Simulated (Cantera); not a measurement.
**Equilibrium for silicon etching in halogen gases: Si + F2 + H2**

A closed system holds: 1 mol Si, 3.9 mol F2, 0.82 mol H2, equilibrated at 10.0 mbar.

Method: chemical equilibrium by Gibbs-energy minimisation in Cantera with the NASA 1993 tables (ideal gas, pure condensed phases). Candidate condensed phases: Si; 25 gas species. The numbers say what is thermodynamically allowed, not how fast it happens.

| T (K) | x F | x HF | x SiF4 | x F2 | x H2F2 |
|---|---|---|---|---|---|
| 850 | 0.0834 | 0.422 | 0.258 | 0.237 | 1.31e-7 |
| 875 | 0.112 | 0.416 | 0.254 | 0.218 | 1.13e-7 |
| 900 | 0.145 | 0.409 | 0.249 | 0.197 | 9.73e-8 |
| 925 | 0.183 | 0.401 | 0.244 | 0.172 | 8.40e-8 |
| 950 | 0.223 | 0.392 | 0.239 | 0.146 | 7.26e-8 |
| 975 | 0.264 | 0.383 | 0.233 | 0.120 | 6.31e-8 |
| 1000 | 0.303 | 0.374 | 0.228 | 0.0951 | 5.51e-8 |
| 1025 | 0.337 | 0.367 | 0.223 | 0.0728 | 4.86e-8 |
| 1050 | 0.366 | 0.360 | 0.220 | 0.0541 | 4.33e-8 |
| 1075 | 0.389 | 0.355 | 0.217 | 0.0394 | 3.90e-8 |
| 1100 | 0.406 | 0.351 | 0.214 | 0.0282 | 3.55e-8 |
| 1125 | 0.419 | 0.349 | 0.213 | 0.0201 | 3.26e-8 |
| 1150 | 0.428 | 0.347 | 0.211 | 0.0142 | 3.01e-8 |
x: gas mole fraction; nothing condenses.

From 850 K to 1150 K nothing is condensed. The main Si-bearing gas is SiF4 throughout.
